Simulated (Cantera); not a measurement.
**NO annealing gas**

An isothermal, constant-pressure homogeneous reactor starts with 74.6 % NO, 25.4 % N2, at 1575 K and 1.30 bar.

Cantera simulation using GRI-Mech 3.0 (53 species, 325 reactions); the numbers are that mechanism's predictions, not measurements.

```
t (s)      x NO     x NO2      x O   x N2      x O2     x N2O
--------  -----  --------  -------  -----  --------  --------
7.00e-5   0.746   1.10e-6  7.07e-8  0.254  6.09e-10   1.17e-6
0.000266  0.746   4.41e-6  7.57e-8  0.254   3.84e-9   4.39e-6
0.00101   0.746   1.74e-5  9.48e-8  0.254   4.03e-8   1.62e-5
0.00382   0.746   7.13e-5  1.70e-7  0.254   8.08e-7   5.48e-5
0.0145    0.746  0.000287  4.36e-7  0.254   2.81e-5  0.000141
0.0550    0.744  0.000562  7.39e-7  0.255  0.000538  0.000200
0.209     0.739  0.000684  8.88e-7  0.257   0.00302  0.000199
0.791     0.720  0.000984  1.27e-6  0.267    0.0122  0.000188
3.00      0.656   0.00152  2.10e-6  0.298    0.0436  0.000155
```
x: mole fraction; the columns are a selection and need not sum to one.

Equilibrium at this temperature and pressure: NO 0.00207, NO2 1.35e-5, O 5.76e-6, N2 0.626, O2 0.372, N2O 1.26e-7 (gas phase only).
